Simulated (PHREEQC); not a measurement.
Make-up at 25 °C: 0.00102 mol/kgw Na2HAsO4. Closed to the air; pH follows from the charge balance.

All values are PHREEQC results (ion-association model, wateq4f.dat), not measurements.

This is a speciation only: nothing precipitates in the calculation.

### Question
Estimate the pH.

### Answer
pH 8.97.

### Question
In which forms is As present?

### Answer
HAsO4-2 98 %, H2AsO4- 1.3 % of the As.

Species that the database lacks are ignored.
